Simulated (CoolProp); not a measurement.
Values from CoolProp's reference Helmholtz-energy equation of state, Thol 2017.

Problem. For octamethyltrisiloxane (MDM), give the phase and the Z, Joule-Thomson coefficient (K/MPa), expansivity (1/kK) at 412.8 K and 2880 kPa; 412.8 K and 5750 kPa.

Solution. 
- 412.8 K and 2880 kPa: liquid; Z 0.283, Joule-Thomson coefficient -0.239, expansivity 1.59
- 412.8 K and 5750 kPa: liquid; Z 0.558, Joule-Thomson coefficient -0.275, expansivity 1.45
